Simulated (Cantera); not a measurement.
What does this Cantera script print?

```python
import numpy as np
import cantera as ct

gas_names = """
    C CN CO CO2 C2 CCN CNC C2N2 C2O C3 C3O2 C4 C4N2 C5 N NCO NO NO2 NO3 N2 N2O O O2 O3 Si SiC SiC2 SiN
    SiO SiO2 Si2 Si2C Si2N Si3
""".split()
cond_names = """
    C(gr) Si(cr) Si(L) SiC(b) SiO2(Lqz) SiO2(hqz) SiO2(L) Si2N2O(s) Si3N4(a)
""".split()


# ... load() reads the species with a 1 bar reference pressure and builds the phases ...
atoms = {
    'Si': {'Si': 1},
    'CO': {'C': 1, 'O': 1},
    'N2': {'N': 2},
}
top_T = {'C(gr)': 4500, 'SiC(b)': 3050, 'Si2N2O(s)': 2100, 'Si3N4(a)': 2400}  # K; cautious upper limits of use, not melting points


# ... equilibrate(T, P, feed) seeds the gas with the atoms and calls Mixture.equilibrate('TP', solver="vcs", rtol=1e-11, max_steps=5000) ...
results = []
T = 1048  # K
P = 133.322  # Pa
for m in [1.7, 2, 2.4, 2.8, 3.3, 3.9, 4.6, 5.4, 6.4, 7.5, 8.8, 10, 12]:
    feed = {'Si': 1, 'CO': 2.7, 'N2': m}  # mol
    mix = equilibrate(T, P, feed)
    results.append((T, P, feed, dict(zip(mix.species_names, mix.species_moles))))

top = {s: max(r[3][s] / sum(r[3][g] for g in gas_names) for r in results) for s in gas_names}
cols = sorted((s for s in top if top[s] > 0.0001), key=lambda s: -top[s])[:9]
seen = [c for c in cond_names if any(r[3].get(c, 0) > 1e-12 for r in results)]
print("log10 of partial pressures in bar; condensed amounts in mol")
print(f"{'n(N2)':>10s}" + "".join(f"{s[:9]:>10s}" for s in cols + seen))
for T, P, feed, n in results:
    ng = sum(n[g] for g in gas_names)
    print(f"{feed['N2']:10.4g}" + "".join(f"{np.log10(max(n[s] / ng * P / 1e5, 1e-99)):10.3f}" for s in cols)
          + "".join(f"{n.get(c, 0):10.4g}" for c in seen))
```

It prints:

```
log10 of partial pressures in bar; condensed amounts in mol
     n(N2)        N2        CO     C(gr) SiO2(hqz) Si2N2O(s)
       1.7    -3.025    -3.410         2         1         0
         2    -3.005    -3.461         2         1         0
       2.4    -2.986    -3.521         2         1         0
       2.8    -2.972    -3.574         2         1         0
       3.3    -2.959    -3.632         2         1         0
       3.9    -2.947    -3.693         2         1         0
       4.6    -2.937    -3.754         2         1         0
       5.4    -2.928    -3.815         2         1         0
       6.4    -2.920    -3.881         2         1         0
       7.5    -2.914    -3.944         2         1         0
       8.8    -2.912    -3.967     1.928    0.9517   0.02414
        10    -2.912    -3.967     1.825    0.8833   0.05835
        12    -2.912    -3.967     1.654    0.7693    0.1154
```

Equilibrium computed with Cantera from the NASA thermochemical tables; the gas is ideal and each condensed phase is pure. N2 is the only nitrogen source here; it is nearly inert below about 1500 K, so the nitride shown seldom forms there in practice. Mutual solubility and eutectic melting of coexisting phases are not modelled.
